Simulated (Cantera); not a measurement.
An adiabatic, constant-pressure homogeneous reactor starts with 0.840 % C₃H₈, 7.63 % O₂, 91.5 % N₂, equivalence ratio 0.55, at 1775 K and 1.00 bar.

Computed with Cantera and GRI-Mech 3.0 (53 species, 325 reactions). GRI-Mech 3.0 was tuned for natural gas; its chemistry of propane as a main component is partial and can be far from experiment.

x: mole fraction; the columns are a selection and need not sum to one.

| t (s) | T (K) | x C₃H₈ | x O₂ | x CH₄ | x NO | x CH₂O | x H |
|---|---|---|---|---|---|---|---|
| 1.00e-6 | 1770 | 0.00792 | 0.0762 | (withheld) | 3.09e-12 | 2.62e-6 | 7.28e-5 |
| 3.51e-6 | 1760 | 0.00631 | 0.0757 | (withheld) | 6.49e-10 | 0.000104 | 0.000147 |
| 1.23e-5 | 1774 | 0.00115 | 0.0698 | (withheld) | 5.85e-8 | 0.00108 | 0.000731 |
| 4.33e-5 | 1957 | <1e-12 | 0.0390 | 6.51e-11 | 8.21e-6 | 4.17e-10 | 0.00543 |
| 0.000152 | 2017 | <1e-12 | 0.0349 | <1e-12 | 2.63e-5 | 7.70e-12 | 0.00556 |
| 0.000534 | 2112 | <1e-12 | 0.0345 | <1e-12 | 7.59e-5 | 2.77e-12 | 0.00214 |
| 0.00187 | 2189 | <1e-12 | 0.0339 | <1e-12 | 0.000175 | <1e-12 | 0.000398 |
| 0.00658 | 2215 | <1e-12 | 0.0337 | <1e-12 | 0.000319 | <1e-12 | 9.98e-5 |
| 0.0231 | 2215 | <1e-12 | 0.0335 | <1e-12 | 0.000673 | <1e-12 | 9.15e-5 |
| 0.0811 | 2212 | <1e-12 | 0.0330 | <1e-12 | 0.00174 | <1e-12 | 9.00e-5 |
| 0.285 | 2208 | <1e-12 | 0.0319 | <1e-12 | 0.00391 | <1e-12 | 8.71e-5 |
| 1.00 | 2205 | <1e-12 | 0.0313 | <1e-12 | 0.00524 | <1e-12 | 8.54e-5 |

### Question
Fill in the missing entries.

### Answer

- 1.00e-6, x CH₄: 1.22e-6
- 3.51e-6, x CH₄: 2.60e-5
- 1.23e-5, x CH₄: 0.000495
